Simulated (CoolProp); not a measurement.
Computed with CoolProp (reference Helmholtz-energy equation of state, Lemmon 2006). It is a short technical equation, of lower accuracy than the large ones.

Problem. Give the vapour pressure (MPa), vapour density (kg/m³), enthalpy of vaporisation (kJ/kg), liquid cp (kJ/(kg K)) of saturated C3F8 (R218) at 271.1, 292.7 K.

Solution. 
```csv
T (K),p (MPa),vapour density (kg/m³),enthalpy of vaporisation (kJ/kg),liquid cp (kJ/(kg K))
271.1,0.388,37.2,90.8,1.07
292.7,0.747,72.9,79.4,1.15
```
